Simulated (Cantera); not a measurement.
What does this Cantera script print?

```python
import numpy as np
import cantera as ct

gas = ct.Solution("gri30.yaml")
gas.TPX = 1400, 11, {'C2H6': 10, 'N2': 81}
inlet = ct.Reservoir(gas, clone=True)

reactor = ct.IdealGasConstPressureReactor(gas, energy="off", clone=False)
exhaust = ct.Reservoir(gas, clone=True)
tau = [7.4, 3.7, 1.9, 0.95, 0.48, 0.24, 0.12, 0.061, 0.031, 0.016, 0.0079][0]
for a, b in ((inlet, reactor), (reactor, exhaust)):
    ct.MassFlowController(a, b, mdot=lambda t: reactor.mass / tau)
net = ct.ReactorNet([reactor])
show = ['C2H6', 'H2', 'CH3', 'CH2', 'C2H2', 'CH4']

rows = []
print(f"{'tau/s':>10s}{'T/K':>9s}" + "".join(f"{s:>11s}" for s in show))
for tau in [7.4, 3.7, 1.9, 0.95, 0.48, 0.24, 0.12, 0.061, 0.031, 0.016, 0.0079]:
    net.initial_time = 0.0
    net.advance(30 * tau)
    before = gas.X
    net.advance(40 * tau)
    drift = np.max(np.abs(gas.X - before) / (gas.X + 1e-9))
    rows.append([gas.T, *gas[show].X, drift])
    print(f"{tau:10.3e}{gas.T:9.1f}" + "".join(f"{x:11.3e}" for x in gas[show].X))
```

Output:

```
     tau/s      T/K       C2H6         H2        CH3        CH2       C2H2        CH4
 7.400e+00   1400.0  5.791e-03  9.004e-02  3.365e-03  2.768e-06  4.654e-02  4.612e-02
 3.700e+00   1400.0  1.082e-02  7.573e-02  4.560e-03  3.645e-06  3.514e-02  4.494e-02
 1.900e+00   1400.0  1.938e-02  6.181e-02  5.981e-03  4.554e-06  2.360e-02  3.972e-02
 9.500e-01   1400.0  3.425e-02  4.710e-02  7.410e-03  5.254e-06  1.270e-02  2.993e-02
 4.800e-01   1400.0  5.574e-02  3.185e-02  7.940e-03  5.183e-06  4.960e-03  1.787e-02
 2.400e-01   1400.0  7.997e-02  1.687e-02  6.747e-03  4.014e-06  1.147e-03  7.656e-03
 1.200e-01   1400.0  9.735e-02  6.543e-03  4.431e-03  2.304e-06  1.453e-04  2.435e-03
 6.100e-02   1400.0  1.054e-01  1.964e-03  2.521e-03  1.003e-06  1.159e-05  6.887e-04
 3.100e-02   1400.0  1.084e-01  4.261e-04  1.380e-03  3.237e-07  5.407e-07  1.902e-04
 1.600e-02   1400.0  1.093e-01  6.836e-05  7.588e-04  8.011e-08  1.765e-08  5.390e-05
 7.900e-03   1400.0  1.096e-01  8.034e-06  3.901e-04  1.404e-08  4.758e-10  1.369e-05
```

Detailed kinetics in Cantera: GRI-Mech 3.0 (53 species, 325 reactions). GRI-Mech 3.0 stops at C3 and has no aromatics, soot or wall deposition, so with more carbon than oxygen in the feed, carbon stays in small species such as C2H2 where larger ones or solid carbon would form. Radical loss at walls, strong at low pressure, is not modelled.
